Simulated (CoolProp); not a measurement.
The numbers come from the reference Helmholtz-energy equation of state, Zhou 2011 in CoolProp.

Problem. Give the vapour pressure (kPa), vapour density (kg/m³), enthalpy of vaporisation (kJ/kg), liquid cp (kJ/(kg K)) of saturated dimethyl carbonate at 402.8, 421, 439.1 K.

Solution. 
| T (K) | p (kPa) | vapour density (kg/m³) | enthalpy of vaporisation (kJ/kg) | liquid cp (kJ/(kg K)) |
|---|---|---|---|---|
| 402.8 | 309 | 8.90 | 347 | 2.07 |
| 421 | 477 | 13.5 | 332 | 2.13 |
| 439.1 | 704 | 19.7 | 316 | 2.19 |
